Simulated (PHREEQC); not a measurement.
Consider water at 20 °C with 1.4 mol/kgw K2CO3. Closed to the air; pH follows from the charge balance.

All values are PHREEQC results (Pitzer model, pitzer.dat), not measurements.

```
Quantity                   Result
-------------------  ------------
pH                          12.14
ionic strength       4.19 mol/kgw
activity of water           0.938
density               1.145 g/cm³
osmotic coefficient         0.841
total alkalinity      2800 meq/kg
```

| species | molality | activity | log γ |
|---|---|---|---|
| K+ | 2.80 | 1.26 | -0.347 |
| CO3-2 | 1.39 | 0.178 | -0.894 |
| OH- | 0.00654 | 0.00885 | 0.131 |
| HCO3- | 0.00654 | 0.00314 | -0.318 |
| CO2 | 4.30e-9 | 5.72e-9 | 0.124 |

Precipitation was switched off in this run. In brines, pH and single-ion activities rest on the MacInnes convention.
